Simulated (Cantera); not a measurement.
Charge: 1 mol BN, 920 mol H2, equilibrated at 10.0 mbar.

Points: T (K) = 823, 898, 973, 1048, 1123, 1198, 1273, 1348, 1423, 1498, 1573, 1648, 1723, 1798.

Cantera's Mixture.equilibrate('TP', solver="vcs", rtol=1e-11, max_steps=5000) on the NASA tables stopped like this:

```
ERROR: FAILURE its = 5001!

*******************************************************************************
CanteraError thrown by MultiPhase::equilibrate:
VCS solver failed. Return code: -1
*******************************************************************************
```

Task: What got this run through?

Result: This is not unique; one that fits is The failure is numerical, not chemical. The same input converged with solver="gibbs", rtol=1e-10, max_steps=50000, and the result passed a check of the equilibrium conditions:
```
log10 of partial pressures in bar; condensed amounts in mol
       T/K        H2         H        N2       BH2      B(b)     BN(s)
       823    -2.000   -12.135   -16.584   -15.637         0         1
       898    -2.000   -10.961   -14.470   -14.316         0         1
       973    -2.000    -9.966   -12.891   -13.098         0         1
      1048    -2.000    -9.112   -11.794   -11.928         0         1
      1123    -2.000    -8.371   -10.904   -10.886         0         1
      1198    -2.000    -7.721   -10.112    -9.983         0         1
      1273    -2.000    -7.147    -9.395    -9.197         0    0.9999
      1348    -2.000    -6.636    -8.745    -8.507         0    0.9997
      1423    -2.000    -6.178    -8.156    -7.895         0    0.9987
      1498    -2.000    -5.765    -7.621    -7.347         0    0.9956
      1573    -2.000    -5.391    -7.136    -6.853         0    0.9865
      1648    -2.000    -5.051    -6.694    -6.406         0    0.9628
      1723    -2.001    -4.740    -6.017    -6.136    0.1084    0.8227
      1798    -2.002    -4.454    -5.387    -5.894     0.636    0.2439
```

The gas is ideal and each condensed phase is pure. Mutual solubility and eutectic melting of coexisting phases are not modelled. The tables' values for BH2 are old estimates; treat these amounts as uncertain.
